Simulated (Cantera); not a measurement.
Source: NASA polynomial tables (part measured, part estimated), evaluated in Cantera. Values are per mole of reaction as written; species without (g) are pure solids or liquids, kept so even where they would boil at 1 bar.

6 K + 4 SO3(g) = 3 K2SO4 + S

```tsv
T (K)	ΔH° (kJ)	ΔS° (J/K)	ΔG° (kJ)	log10 K
425	-2736.5	-877.3	-2363.7	290.50
475	[?]	[?]	[?]	[?]
525	-2728.6	-860.6	-2276.8	226.52
575	[?]	[?]	[?]	[?]
625	[?]	[?]	[?]	[?]
```

Some entries are withheld; supply them.


- 475, ΔH° (kJ): -2732.8
- 475, ΔS° (J/K): -869.1
- 475, ΔG° (kJ): -2320.0
- 475, log10 K: 255.12
- 575, ΔH° (kJ): -2723.8
- 575, ΔS° (J/K): -852.0
- 575, ΔG° (kJ): -2233.9
- 575, log10 K: 202.93
- 625, ΔH° (kJ): -2718.6
- 625, ΔS° (J/K): -843.3
- 625, ΔG° (kJ): -2191.6
- 625, log10 K: 183.16
